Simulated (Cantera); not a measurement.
Cantera run:

```python
import numpy as np
import cantera as ct

gas_names = """
    H HNO HNO2 HNO3 HO2 H2 H2O H2O2 N NH NH2 NH3 NH2OH NO NO2 NO3 N2 N2H2 N2H4 N2O O OH O2 O3 Si SiH
    SiH2 SiH3 SiH4 SiN SiO SiO2 Si2 Si2N Si3
""".split()
cond_names = """
    H2O(s) H2O(L) Si(cr) Si(L) SiO2(Lqz) SiO2(hqz) SiO2(L) Si2N2O(s) Si3N4(a)
""".split()


# ... load() reads the species with a 1 bar reference pressure and builds the phases ...
atoms = {
    'Si3N4': {'Si': 3, 'N': 4},
    'H2O': {'H': 2, 'O': 1},
    'H2': {'H': 2},
}
top_T = {'Si2N2O(s)': 2100, 'Si3N4(a)': 2400}  # K; cautious upper limits of use, not melting points


# ... equilibrate(T, P, feed) seeds the gas with the atoms and calls Mixture.equilibrate('TP', solver="vcs", rtol=1e-11, max_steps=5000) ...
results = []
feed = {'Si3N4': 1, 'H2O': 2.1, 'H2': 14}  # mol
T = 1223  # K
P = 10000  # Pa
mix = equilibrate(T, P, feed)
results.append((T, P, feed, dict(zip(mix.species_names, mix.species_moles))))
x = sorted(zip(gas.X, gas.species_names), reverse=True)
print(f"T = {T:g} K  P = {P:g} Pa  gas = {mix.phase_moles(0):.4g} mol")
print("   x: " + "  ".join(f"{s} {v:.3e}" for v, s in x if v > 0.001))
print("   condensed (mol): " + ("  ".join(f"{mix.phase(i).name} {mix.phase_moles(i):.4g}"
      for i in range(1, mix.n_phases) if mix.phase_moles(i) > 1e-12) or "none"))
```

It prints:

```
T = 1223 K  P = 10000 Pa  gas = 16.8 mol
   x: H2 9.583e-01  N2 4.165e-02
   condensed (mol): SiO2(hqz) 0.3994  Si2N2O(s) 1.3
```

These are equilibrium values from Cantera (NASA tables, ideal gas, pure condensed phases), not measurements of a reactor. Mutual solubility and eutectic melting of coexisting phases are not modelled. The tables hold silica as quartz up to 1696 K and as liquid above; real silica turns to tridymite and cristobalite and melts near 1996 K.
